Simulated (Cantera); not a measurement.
Metals in furnace atmospheres: Pb + O2 + H2

A closed system holds: 1 mol Pb, 0.0017 mol O2, 71 mol H2, at 1373.15 K.

Equilibrium computed with Cantera from the NASA thermochemical tables; the gas is ideal and each condensed phase is pure. Candidate condensed phases: H2O, Pb, PbO, PbO2, Pb3O4; 12 gas species. The numbers say what is thermodynamically allowed, not how fast it happens.

From 0.000100 bar to 0.450 bar nothing is condensed. From 1.80 bar to 30.0 bar the condensed part is Pb(l). The main Pb-bearing gas is Pb throughout.

```csv
P (Pa),x H2,x Pb,x H,x H2O,x Pb2,n Pb(l)
10,0.986,0.0139,0.000331,4.72e-5,5.18e-10,0
41,0.986,0.0139,0.000164,4.72e-5,2.12e-9,0
160,0.986,0.0139,8.28e-5,4.72e-5,8.29e-9,0
670,0.986,0.0139,4.05e-5,4.72e-5,3.47e-8,0
2700,0.986,0.0139,2.02e-5,4.72e-5,1.40e-7,0
11000,0.986,0.0139,9.99e-6,4.72e-5,5.70e-7,0
45000,0.986,0.0139,4.94e-6,4.72e-5,2.33e-6,0
180000,0.996,0.00357,2.48e-6,4.77e-5,6.16e-7,0.746
740000,0.999,0.000868,1.23e-6,4.78e-5,1.50e-7,0.938
3000000,1.000,0.000214,6.09e-7,4.79e-5,3.70e-8,0.985
```
x: gas mole fraction; n: condensed amount in mol.
